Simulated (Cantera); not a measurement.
# Stirred combustor or abatement burner

A perfectly stirred reactor is fed with CO : H2 : O2 : N2 = 1 : 0.056 : 0.8 : 3.01 (molar parts), at 2.57 atm; it is adiabatic with a 650 K inlet, and is followed from long to short residence time, starting on the burning branch (τ in s: 0.055, 0.024, 0.011, 0.0049, 0.0022, 0.00099, 0.00045, 0.0002, 9e-05, 4e-05).

Computed with Cantera and GRI-Mech 3.0 (53 species, 325 reactions). The hydrogen kinetics of GRI-Mech 3.0 are dated; newer H2 mechanisms differ, most at raised pressure.

```tsv
τ (s)	T (K)	x CO	x H2	x O2	x H2O	x H	x O
0.055	2285	0.00875	8.29e-5	0.0637	0.0119	7.43e-5	0.00104
0.024	2268	0.0113	0.000106	0.0653	0.0117	0.000111	0.00138
0.011	2237	0.0154	0.000146	0.0674	0.0115	0.000187	0.00198
0.0049	2186	0.0218	0.000208	0.0703	0.0111	0.000347	0.00303
0.0022	2117	0.0301	0.000293	0.0736	0.0106	0.000639	0.00460
0.00099	2030	0.0400	0.000395	0.0773	0.0101	0.00113	0.00675
0.00045	1922	0.0517	0.000506	0.0817	0.00948	0.00188	0.00938
0.00020	1781	0.0676	0.000618	0.0881	0.00890	0.00285	0.0120
9.0e-5	1515	0.105	0.000797	0.107	0.00919	0.00262	0.00959
4.0e-5	650	0.206	0.0115	0.164	<1e-12	<1e-12	<1e-12
```
x: mole fraction; the columns are a selection and need not sum to one.
